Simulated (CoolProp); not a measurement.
Values from CoolProp's reference Helmholtz-energy equation of state, Thol 2019.

Problem. For n-hexane, give the phase and the Joule-Thomson coefficient (K/MPa), viscosity (µPa s), Prandtl number at 269.85 °C and 0.198 MPa; 269.85 °C and 3.52 MPa; 269.85 °C and 7.22 MPa.

Solution. 
- 269.85 °C and 0.198 MPa: gas; Joule-Thomson coefficient 6.35, viscosity 11.3, Prandtl number 0.748
- 269.85 °C and 3.52 MPa: supercritical; Joule-Thomson coefficient 11.5, viscosity 18.1, Prandtl number 1.31
- 269.85 °C and 7.22 MPa: supercritical; Joule-Thomson coefficient 1.85, viscosity 47.7, Prandtl number 2.31

Viscosity comes from a separate model (Michailidou 2013). Thermal conductivity comes from a separate model (Assael 2013).
